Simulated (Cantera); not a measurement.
An isothermal, constant-pressure homogeneous reactor starts with NH3 : H2 = 1 : 0.14 (molar parts), at 1600 K and 110000 Pa. Integrator tolerance rtol = 1e-08.

Cantera simulation using the gas-phase N/H chemistry of the illustrative SiF4/NH3 mechanism in the Surface Chemkin manual (1991); the numbers are that mechanism's predictions, not measurements. Walls and surfaces, which speed up NH3 decomposition in real reactors, are not modelled.

Question: What does this change do: temperature 1600 to 1700 K?

Answer: 
```
quantity                                            before                                      after
----------------  ----------------------------------------  -----------------------------------------
x(NH3) at 20.0 s     0.172 (gas-phase equilibrium 1.64e-5)     0.0228 (gas-phase equilibrium 1.28e-5)
x(H2) at 20.0 s        0.640 (gas-phase equilibrium 0.766)        0.749 (gas-phase equilibrium 0.766)
x(H) at 20.0 s     3.48e-5 (gas-phase equilibrium 4.57e-5)  0.000116 (gas-phase equilibrium 0.000124)
x(NH) at 20.0 s   8.96e-8 (gas-phase equilibrium 1.03e-11)   8.21e-8 (gas-phase equilibrium 5.01e-11)
x(NH2) at 20.0 s   2.23e-5 (gas-phase equilibrium 2.33e-9)    8.98e-6 (gas-phase equilibrium 5.26e-9)
```

Question: What does this change do: temperature 1600 to 2025 K?

Answer: 
```csv
quantity,before,after
x(NH3) at 20.0 s,0.172 (gas-phase equilibrium 1.64e-5),2.10e-5 (gas-phase equilibrium 6.84e-6)
x(H2) at 20.0 s,0.640 (gas-phase equilibrium 0.766),0.765 (gas-phase equilibrium 0.765)
x(H) at 20.0 s,3.48e-5 (gas-phase equilibrium 4.57e-5),0.00162 (gas-phase equilibrium 0.00162)
x(NH) at 20.0 s,8.96e-8 (gas-phase equilibrium 1.03e-11),8.85e-9 (gas-phase equilibrium 2.88e-9)
x(NH2) at 20.0 s,2.23e-5 (gas-phase equilibrium 2.33e-9),1.30e-7 (gas-phase equilibrium 4.24e-8)
```
